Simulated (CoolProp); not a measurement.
Vapour-liquid equilibrium of dimethyl ether (1) + n-hexane (2) at 4.02 bar; x and y are mole fractions of (1).

The numbers come from the multi-fluid Helmholtz-energy mixture model, Wu 2011 and Thol 2019; pair parameters Bell 2016 in CoolProp.

```
x     bubble temperature (°C)  y at the bubble point  dew temperature at overall composition x (°C)  liquid density (mol/L)
----  -----------------------  ---------------------  ---------------------------------------------  ----------------------
0.05                    101.2                  0.368                                          117.9                   6.880
0.2                      61.8                  0.816                                          110.6                   7.951
0.35                      ___                  0.920                                          102.3                   8.914
0.5                      31.3                  0.956                                            ___                   9.917
0.65                      ___                  0.974                                           80.6                   11.05
0.8                      18.9                  0.986                                            ___                   12.42
0.95                     13.9                    ___                                           33.3                     ___
```

Question: Some entries are withheld; supply them.

Answer: 
- 0.35, bubble temperature (°C): 42.1
- 0.5, dew temperature at overall composition x (°C): 92.6
- 0.65, bubble temperature (°C): 24.3
- 0.8, dew temperature at overall composition x (°C): 64.0
- 0.95, y at the bubble point: 0.997
- 0.95, liquid density (mol/L): 14.12

No azeotrope shows between x = 0.05 and 0.95.

Pair parameters are fitted to limited data, so mixtures are less certain than the pure fluids. The gap from Raoult's law changes sign with composition, which may be real or a fault of the pair parameters; it wasn't checked against measurements.
